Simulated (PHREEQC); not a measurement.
A solution holds 0.0066 mol/kgw Fe2(SO4)3, 0.072 mol/kgw H2SO4 and 0.0041 mol/kgw Na2SO4, at 25 °C. Closed to the air; pH follows from the charge balance.

Model: ion-association model, phreeqc.dat, run in PHREEQC.

```json
{
  "pH": "1.18",
  "ionic_strength": "0.131 mol/kgw",
  "density": "1.005 g/cm³",
  "total_alkalinity": "-170 meq/kg"
}
```

| species | molality | activity | log γ |
|---|---|---|---|
| H+ | 0.0805 | 0.0656 | -0.089 |
| HSO4- | 0.0603 | 0.0462 | -0.115 |
| SO4-2 | 0.0213 | 0.00726 | -0.468 |
| FeSO4+ | 0.00819 | 0.00628 | -0.116 |
| Na+ | 0.00791 | 0.00609 | -0.113 |
| FeHSO4+2 | 0.00319 | 0.00110 | -0.462 |
| Fe(SO4)2- | 0.00130 | 0.000996 | -0.115 |
| Fe+3 | 0.000500 | 7.89e-5 | -0.802 |
| NaSO4- | 0.000287 | 0.000222 | -0.112 |
| FeOH+2 | 2.25e-5 | 7.74e-6 | -0.463 |
| Fe2(OH)2+4 | 1.13e-7 | 1.61e-9 | -1.846 |
| Fe(OH)2+ | 5.05e-8 | 3.90e-8 | -0.112 |

No solid was allowed to form. Examples of supersaturated solids here: Hematite (slow to form), Goethite (slow to form). Others may be too.
